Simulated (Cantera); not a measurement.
A Cantera script and what it prints.

```python
import numpy as np
import cantera as ct

gas_names = """
    Cu CuO Cu2 H HNO HNO2 HNO3 HO2 H2 H2O H2O2 N NH NH2 NH3 NH2OH NO NO2 NO3 N2 N2H2 N2H4 N2O O OH O2 O3
""".split()
cond_names = """
    Cu(cr) Cu(L) CuO(s) CuO2H2(s) Cu2O(s) Cu2O(L) H2O(s) H2O(L)
""".split()


def load(file, names, dense=False):
    # The tables refer to 1 bar. Condensed volumes are neglected.
    table = {s.name: s for s in ct.Species.list_from_file(file)}
    out = []
    for n in names:
        d = dict(table[n].input_data)
        d["thermo"] = dict(d["thermo"], **{"reference-pressure": 1e5})
        if dense:
            d["equation-of-state"] = {"model": "constant-volume", "density": "1e6 g/cm^3"}
        out.append(ct.Species.from_dict(d))
    return out


gas = ct.Solution(thermo="ideal-gas", species=load("nasa_gas.yaml", gas_names))
cond = {s.name: ct.Solution(thermo="fixed-stoichiometry", species=[s], name=s.name)
        for s in load("nasa_condensed.yaml", cond_names, dense=True)}
atoms = {
    'Cu2O': {'Cu': 2, 'O': 1},
    'H2': {'H': 2},
    'N2': {'N': 2},
}
top_T = {'CuO(s)': 1390}  # K; cautious upper limits of use, not melting points


def equilibrate(T, P, feed):
    n = {}
    for name, mol in feed.items():
        for a, k in atoms[name].items():
            n[a] = n.get(a, 0.0) + k * mol
    gas.TPX = T, P, n
    mass = sum(n.values()) * gas.mean_molecular_weight
    gas.equilibrate("TP")
    valid = [c for c in cond.values() if c.min_temp <= T <= top_T.get(c.name, c.max_temp)]
    mix = ct.Mixture([(gas, mass / gas.mean_molecular_weight)] + [(c, 0.0) for c in valid])
    mix.T, mix.P = T, P
    mix.equilibrate("TP", solver="vcs", rtol=1e-11, max_steps=5000)
    return mix


results = []
feed = {'Cu2O': 1, 'H2': 190, 'N2': 1.3}  # mol
T = 1375  # K
P = 320  # Pa
mix = equilibrate(T, P, feed)
results.append((T, P, feed, dict(zip(mix.species_names, mix.species_moles))))
print(gas.report(threshold=0.0001))
for i in range(1, mix.n_phases):
    print(f"{mix.phase(i).name:16s} {mix.phase_moles(i):12.5e} mol")
```

Result:

```
       temperature   1375 K
          pressure   320 Pa
           density   6.4154e-05 kg/m^3
  mean mol. weight   2.292 kg/kmol
   phase of matter   gas

                          1 kg             1 kmol
                     ---------------   ---------------
          enthalpy         1.362e+07        3.1218e+07  J
   internal energy        8.6325e+06        1.9786e+07  J
           entropy             98298         2.253e+05  J/K
    Gibbs function       -1.2154e+08       -2.7857e+08  J
 heat capacity c_p             13933             31934  J/K
 heat capacity c_v             10305             23619  J/K

                      mass frac. Y      mole frac. X     chem. pot. / RT
                     ---------------   ---------------   ---------------
                Cu         0.0071292        0.00025714           -6.3565
                H2           0.86873           0.98766            -24.11
               H2O          0.041075         0.0052259           -58.104
                N2          0.083036         0.0067936           -36.485
     [  +23 minor]        2.8995e-05         6.027e-05

Cu(L)             1.95078e+00 mol
CuO(s)            0.00000e+00 mol
CuO2H2(s)         0.00000e+00 mol
Cu2O(s)           0.00000e+00 mol
```

Cantera equilibrium calculation (NASA polynomials, part measured and part estimated; ideal gas, pure solids and liquids).
